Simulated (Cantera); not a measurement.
A closed system holds: 1 mol B, 0.11 mol Cl2, held at 1200 K and 7.50 Torr.

Cantera equilibrium calculation (NASA polynomials, part measured and part estimated; ideal gas, pure solids and liquids). Candidate condensed phases: B; 7 gas species. The tables' values for BCl2, BCl are old estimates; treat these amounts as uncertain. Kinetics and transport are ignored.

Base state: BCl3 1.000, BCl2 0.000270, BCl 1.45e-5 (mole fractions); condensed: B(s).

Task: What changes in the equilibrium state with this change: 0.12 mol HCl added?

Result: 
| species | before | after |
|---|---|---|
| BCl3 | 1.000 | 0.547 |
| HCl | 0 | 0.242 |
| H2 | 0 | 0.211 |
| BCl2 | 0.000270 | 0.000180 |
| BCl | 1.45e-5 | 1.18e-5 |
| B(s), mol | 0.927 | 0.901 |
Gases not in the tables: BHCl2.
